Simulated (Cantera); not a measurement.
A perfectly stirred reactor is fed with NO : N2 = 1 : 4.9 (molar parts), at 1130 Torr; it is held at 1748 K, and followed from long to short residence time.

Cantera simulation using GRI-Mech 3.0 (53 species, 325 reactions); the numbers are that mechanism's predictions, not measurements.

```
quantity                 before     after
---------------------  --------  --------
x(NO) at τ = 16.0 s      0.0922    0.0106
x(N2O) at τ = 16.0 s    3.62e-6   5.72e-7
x(O2) at τ = 16.0 s      0.0385    0.0792
x(N2) at τ = 16.0 s       0.869     0.910
x(O) at τ = 16.0 s      1.20e-5  0.000446
x(NO) at τ = 70.0 ms      0.169     0.139
x(N2O) at τ = 70.0 ms   1.16e-5   1.02e-5
x(O2) at τ = 70.0 ms   0.000410    0.0152
x(N2) at τ = 70.0 ms      0.831     0.846
x(O) at τ = 70.0 ms     2.83e-6  0.000216
```

Q: Name the change that produced these shifts.
A. temperature 1748 to 2148 K
B. pressure from 1130 Torr to 113 Torr
C. pressure from 1130 Torr to 465 Torr
D. temperature 1748 to 1448 K

A: A, temperature 1748 to 2148 K
